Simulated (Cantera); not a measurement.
## Low-pressure radical oxidation in H2/O2

An isothermal, constant-pressure homogeneous reactor starts with H2 : O2 : H2O = 0.022 : 1 : 0.046 (molar parts), equivalence ratio 0.011, at 900 K and 5.70 Torr.

Computed with Cantera and the H2/O2 subset of GRI-Mech 3.0, which has no nitrogen chemistry. Radical loss at walls, strong at low pressure, is not modelled. Below about 950 K walls govern HO2 and H2O2 in real vessels.

```json
[
 {"t (s)": "1.00e-6", "x H2": "0.0206", "x O2": "0.936", "x H2O2": "<1e-12", "x OH": "<1e-12", "x O": "<1e-12"},
 {"t (s)": "3.63e-6", "x H2": "0.0206", "x O2": "0.936", "x H2O2": "<1e-12", "x OH": "<1e-12", "x O": "<1e-12"},
 {"t (s)": "1.32e-5", "x H2": "0.0206", "x O2": "0.936", "x H2O2": "<1e-12", "x OH": "<1e-12", "x O": "<1e-12"},
 {"t (s)": "4.80e-5", "x H2": "0.0206", "x O2": "0.936", "x H2O2": "<1e-12", "x OH": "<1e-12", "x O": "<1e-12"},
 {"t (s)": "0.000174", "x H2": "0.0206", "x O2": "0.936", "x H2O2": "<1e-12", "x OH": "<1e-12", "x O": "<1e-12"},
 {"t (s)": "0.000634", "x H2": "0.0206", "x O2": "0.936", "x H2O2": "<1e-12", "x OH": "1.07e-12", "x O": "1.41e-12"},
 {"t (s)": "0.00230", "x H2": "0.0206", "x O2": "0.936", "x H2O2": "<1e-12", "x OH": "7.81e-12", "x O": "1.53e-11"},
 {"t (s)": "0.00837", "x H2": "0.0206", "x O2": "0.936", "x H2O2": "<1e-12", "x OH": "2.82e-10", "x O": "6.76e-10"},
 {"t (s)": "0.0304", "x H2": "0.0204", "x O2": "0.936", "x H2O2": "1.54e-9", "x OH": "4.11e-5", "x O": "9.87e-5"},
 {"t (s)": "0.110", "x H2": "0.000246", "x O2": "0.934", "x H2O2": "6.67e-8", "x OH": "0.000306", "x O": "0.00152"},
 {"t (s)": "0.401", "x H2": "1.68e-5", "x O2": "0.936", "x H2O2": "3.87e-8", "x OH": "6.76e-5", "x O": "0.000105"},
 {"t (s)": "1.46", "x H2": "1.28e-6", "x O2": "0.936", "x H2O2": "1.67e-8", "x OH": "1.99e-5", "x O": "8.89e-6"},
 {"t (s)": "5.30", "x H2": "9.60e-8", "x O2": "0.936", "x H2O2": "6.08e-9", "x OH": "7.07e-6", "x O": "1.10e-6"},
 {"t (s)": "19.3", "x H2": "1.04e-8", "x O2": "0.936", "x H2O2": "2.25e-9", "x OH": "2.95e-6", "x O": "1.91e-7"},
 {"t (s)": "70.0", "x H2": "1.87e-9", "x O2": "0.936", "x H2O2": "8.43e-10", "x OH": "1.36e-6", "x O": "4.11e-8"}
]
```
x: mole fraction; the columns are a selection and need not sum to one.

Equilibrium at this temperature and pressure: H2 2.46e-12, O2 0.936, H2O2 3.69e-12, OH 5.19e-8, O 6.01e-11 (gas phase only).
